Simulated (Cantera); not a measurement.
Input: 1 mol SiCl4, 1.2 mol Cl2, 2.5 mol H2, held at 1100 K and 0.970 bar.

Method: chemical equilibrium by Gibbs-energy minimisation in Cantera with the NASA 1993 tables (ideal gas, pure condensed phases). The tables' values for SiCl3 are old estimates; treat these amounts as uncertain. Rates play no part.

```
species    before     after
-------  --------  --------
HCl         0.512     0.511
H2          0.275     0.276
SiCl4       0.211     0.212
SiCl3    0.000181   4.93e-6
SiHCl3    0.00167  0.000417
```
Gas species are given as mole fractions.

Q: Which change was made?
A. temperature from 1100 K to 925 K
B. Cl2 from 1.2 to 0.54 mol
C. temperature from 1100 K to 1273 K
D. temperature from 1100 K to 1325 K

A: A, temperature from 1100 K to 925 K
